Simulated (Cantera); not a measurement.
Si + Cl2 + H2 (chlorosilane synthesis and conversion)

Feed: 1 mol Si, 0.91 mol Cl2, 0.25 mol H2, held at 14300 Torr.

These are equilibrium values from Cantera (NASA tables, ideal gas, pure condensed phases), not measurements of a reactor. Candidate condensed phases: Si; 19 gas species. The tables' values for SiCl3 are old estimates; treat these amounts as uncertain. Rates play no part.

| T (K) | log p SiCl4 | log p H2 | log p SiHCl3 | log p SiH2Cl2 | n Si(s) |
|---|---|---|---|---|---|
| 598 | 0.98 | 0.68 | 0.67 | -0.95 | 0.503 |
| 673 | 0.98 | 0.68 | 0.65 | -0.89 | 0.504 |
| 748 | 0.99 | 0.68 | 0.64 | -0.84 | 0.504 |
| 823 | 0.99 | 0.69 | 0.63 | -0.81 | 0.505 |
| 898 | 0.99 | 0.69 | 0.62 | -0.78 | 0.506 |
| 973 | 0.99 | 0.69 | 0.61 | -0.76 | 0.507 |
| 1048 | 0.99 | 0.69 | 0.60 | -0.74 | 0.508 |
log p: log10 of the partial pressure in bar; n: condensed amount in mol.

From 598 K to 1048 K the condensed part is Si(s). The main Si-bearing gas is SiCl4 throughout.
